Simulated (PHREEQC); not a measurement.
Consider water at 40 °C with 0.0012 mol HF, 0.016 mol NH4F and 0.00028 mol H2SiF6 per kg of water. Closed to the air; pH follows from the charge balance.

Model: ion-association model, wateq4f.dat, run in PHREEQC.

**Question.** The ionic strength comes out as 0.0163 mol/kgw. What activity coefficients do H+, HF2-, SiF6-2, F-, NH4+ get?

**Answer.** H+ 0.89, HF2- 0.87, SiF6-2 0.60, F- 0.87, NH4+ 0.88.

No solid was allowed to form. Complexes and solids missing from the database can't appear. Away from 25 °C the constants follow the database's enthalpies or fits; those with neither stay at their 25 °C values. SiF6-2 is the database's only silicon fluoride.
